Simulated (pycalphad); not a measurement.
An equivalent pycalphad script:

```python
from pycalphad import Database, equilibrium, calculate, variables as v
import numpy as np
db = Database('COST507.tdb')
comps = ['FE', 'SI', 'VA']
phases = ['BCC_B2', 'DIAMOND_A4', 'FCC_A1', 'FE2SI', 'FE5SI3', 'FESI', 'FESI2_H', 'FESI2_L', 'LIQUID']
eq = equilibrium(db, comps, phases, {v.X('SI'): 0.082, v.T: np.arange(2250, 499, -50), v.P: 101325, v.N: 1}, output=['HM', 'SM'])
```

Source of the numbers: pycalphad with the COST 507 light-alloy database (1999); pressure 1 atm. The data set is of 1999 and partly superseded. Phase fractions are per mole of atoms. Diffusion is slow at the low end, where real alloys seldom reach equilibrium.

Results at three of the temperatures:

```
T = 2050.00 K, P = 101325 Pa, N = 1 mol of atoms
G = -141971 J/mol, H = 71558 J/mol, S = 104.16 J/(mol K)  (SER reference)
chemical potentials (J/mol): Fe -134583, Si -224689
phase             fraction      x(Fe)      x(Si)
LIQUID              1.0000     0.9180     0.0820
```

```
T = 1200.00 K, P = 101325 Pa, N = 1 mol of atoms
G = -66270 J/mol, H = 23391 J/mol, S = 74.72 J/(mol K)  (SER reference)
chemical potentials (J/mol): Fe -58210, Si -156507
phase             fraction      x(Fe)      x(Si)
BCC_A2              1.0000     0.9180     0.0820
```

```
T = 600.00 K, P = 101325 Pa, N = 1 mol of atoms
G = -29407 J/mol, H = -1720 J/mol, S = 46.15 J/(mol K)  (SER reference)
chemical potentials (J/mol): Fe -20786, Si -125927
phase             fraction      x(Fe)      x(Si)
BCC_B2              1.0000     0.9180     0.0820
```

Changes of the phase set, refined by bisection:

```tsv
T (K)	phases above	phases below
1738.6	liquid	bcc + liquid
1715.3	bcc + liquid	bcc
758.6	bcc	ordered bcc (B2)
```

BCC_A2 is bcc; BCC_B2 is ordered bcc (B2).
